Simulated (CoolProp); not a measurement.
Properties of hexamethyldisiloxane (MM) along the isotherm 562.2 K.

Values from CoolProp's reference Helmholtz-energy equation of state, Thol 2016.

```json
[
 {"p (bar)": "3.71", "phase": "gas", "cp (kJ/(kg K))": "2.174", "cv (kJ/(kg K))": "2.107", "expansivity (1/kK)": "2.162"},
 {"p (bar)": "7.43", "phase": "gas", "cp (kJ/(kg K))": "2.206", "cv (kJ/(kg K))": "2.114", "expansivity (1/kK)": "2.678"},
 {"p (bar)": "11.1", "phase": "gas", "cp (kJ/(kg K))": "[?]", "cv (kJ/(kg K))": "2.122", "expansivity (1/kK)": "3.379"},
 {"p (bar)": "14.9", "phase": "gas", "cp (kJ/(kg K))": "2.314", "cv (kJ/(kg K))": "2.132", "expansivity (1/kK)": "4.420"},
 {"p (bar)": "18.6", "phase": "gas", "cp (kJ/(kg K))": "2.413", "cv (kJ/(kg K))": "2.144", "expansivity (1/kK)": "[?]"},
 {"p (bar)": "22.3", "phase": "supercritical", "cp (kJ/(kg K))": "2.579", "cv (kJ/(kg K))": "2.158", "expansivity (1/kK)": "8.373"},
 {"p (bar)": "26", "phase": "supercritical", "cp (kJ/(kg K))": "2.859", "cv (kJ/(kg K))": "2.176", "expansivity (1/kK)": "12.27"},
 {"p (bar)": "29.7", "phase": "supercritical", "cp (kJ/(kg K))": "3.237", "cv (kJ/(kg K))": "2.196", "expansivity (1/kK)": "17.08"},
 {"p (bar)": "33.4", "phase": "supercritical", "cp (kJ/(kg K))": "3.411", "cv (kJ/(kg K))": "2.206", "expansivity (1/kK)": "[?]"},
 {"p (bar)": "37.1", "phase": "supercritical", "cp (kJ/(kg K))": "3.209", "cv (kJ/(kg K))": "2.200", "expansivity (1/kK)": "13.84"},
 {"p (bar)": "40.9", "phase": "supercritical", "cp (kJ/(kg K))": "2.998", "cv (kJ/(kg K))": "2.191", "expansivity (1/kK)": "10.08"},
 {"p (bar)": "44.6", "phase": "supercritical", "cp (kJ/(kg K))": "2.869", "cv (kJ/(kg K))": "2.183", "expansivity (1/kK)": "7.931"},
 {"p (bar)": "48.3", "phase": "supercritical", "cp (kJ/(kg K))": "2.785", "cv (kJ/(kg K))": "2.177", "expansivity (1/kK)": "6.592"}
]
```

Question: Some entries are withheld; supply them.

Answer: 
- 11.1, cp (kJ/(kg K)): 2.248
- 18.6, expansivity (1/kK): 5.946
- 33.4, expansivity (1/kK): 18.20
